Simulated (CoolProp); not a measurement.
Vapour-liquid equilibrium of benzene (1) + o-xylene (2) at 14.4 bar; x and y are mole fractions of (1).

Computed with CoolProp (multi-fluid Helmholtz-energy mixture model, Thol 2012 and Zhou 2012; pair parameters Bell 2016).

Q: Give the bubble temperature and the first vapour's composition at x = 0.2, 0.35, 0.5. Is there an azeotrope?

A: x = 0.2: 534.5 K, y = 0.364; x = 0.35: 518.3 K, y = 0.581; x = 0.5: 504.2 K, y = 0.733. No azeotrope shows between x = 0.05 and 0.95.

Pair parameters are fitted to limited data, so mixtures are less certain than the pure fluids.
